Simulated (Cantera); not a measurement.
A closed system holds: 1 mol Fe₃O₄, a varied amount of H₂, at 1400 K and 101000 Pa.

Equilibrium computed with Cantera from the NASA thermochemical tables; the gas is ideal and each condensed phase is pure. Candidate condensed phases: Fe, FeO, Fe(OH)₂, Fe(OH)₃, Fe₂O₃, Fe₃O₄, H₂O; 12 gas species. Mutual solubility and eutectic melting of coexisting phases are not modelled. The tables' stoichiometric FeO is somewhat more stable than real wüstite, so its field is too wide. FeO: taken at fixed stoichiometry. Kinetics and transport are ignored.

Which condensed phases are stable at each of these points (n(H₂) (mol)): 1.9, 3.5, 6.7, 13, 24, 45, 86, 160, 310, 580, 1100, 2100?


```json
[
 {"n(H₂) (mol)": "1.9", "condensed phases": "FeO(s)", "Fe condensed (%)": "100.0"},
 {"n(H₂) (mol)": "3.5", "condensed phases": "FeO(s)", "Fe condensed (%)": "100.0"},
 {"n(H₂) (mol)": "6.7", "condensed phases": "Fe(γ) + FeO(s)", "Fe condensed (%)": "100.0"},
 {"n(H₂) (mol)": "13", "condensed phases": "Fe(γ) + FeO(s)", "Fe condensed (%)": "100.0"},
 {"n(H₂) (mol)": "24", "condensed phases": "Fe(γ)", "Fe condensed (%)": "100.0"},
 {"n(H₂) (mol)": "45", "condensed phases": "Fe(γ)", "Fe condensed (%)": "100.0"},
 {"n(H₂) (mol)": "86", "condensed phases": "Fe(γ)", "Fe condensed (%)": "100.0"},
 {"n(H₂) (mol)": "160", "condensed phases": "Fe(γ)", "Fe condensed (%)": "100.0"},
 {"n(H₂) (mol)": "310", "condensed phases": "Fe(γ)", "Fe condensed (%)": "100.0"},
 {"n(H₂) (mol)": "580", "condensed phases": "Fe(γ)", "Fe condensed (%)": "100.0"},
 {"n(H₂) (mol)": "1100", "condensed phases": "Fe(γ)", "Fe condensed (%)": "100.0"},
 {"n(H₂) (mol)": "2100", "condensed phases": "Fe(γ)", "Fe condensed (%)": "100.0"}
]
```

From 1.9 mol H₂ to 3.5 mol H₂ the condensed part is FeO(s). From 6.7 mol H₂ to 13 mol H₂ the condensed part is Fe(γ) + FeO(s). From 24 mol H₂ to 2100 mol H₂ the condensed part is Fe(γ).
